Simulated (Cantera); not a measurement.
A closed system holds: 1 mol Al2O3, 0.048 mol HCl, 0.035 mol O2, equilibrated at 10.0 mbar.

Method: chemical equilibrium by Gibbs-energy minimisation in Cantera with the NASA 1993 tables (ideal gas, pure condensed phases). Candidate condensed phases: Al, AlCl3, Al2O3, H2O; 29 gas species. Equilibrium is a limit: real reactors are often held back by kinetics, nucleation or transport.

Problem. At 1648 K, list the 5 most abundant gas species with their mole fractions, and the condensed phases.

Solution. HCl 0.455, O2 0.384, Cl 0.100, H2O 0.0545, Cl2 0.00477. Condensed: Al2O3(s).
